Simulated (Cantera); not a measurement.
Input: 1 mol BCl3, 5.9 mol O2, 25 mol H2, at 1698 K and 100000 Pa.

Equilibrium computed with Cantera from the NASA thermochemical tables; the gas is ideal and each condensed phase is pure. The tables' values for BOCl are old estimates; treat these amounts as uncertain. Gases not in the tables: H3BO3. Kinetics and transport are ignored.

```tsv
species	before	after
H2	0.489	0.486
H2O	0.363	0.363
HCl	0.111	0.110
H	0.000101	0.00294
HBO2	0.0362	0.0355
(HBO2)3	9.81e-5	3.48e-8
BO	3.26e-7	3.28e-5
OH	3.86e-6	0.000283
BO2	4.70e-7	3.34e-5
Cl	1.79e-5	0.000488
HBO	7.86e-5	0.000429
```
Gas species are given as mole fractions.

Task: Name the change that produced these shifts.
A) temperature from 1698 K to 1275 K
B) temperature from 1698 K to 1150 K
C) temperature from 1698 K to 1250 K
D) temperature from 1698 K to 2150 K

Result: D, temperature from 1698 K to 2150 K
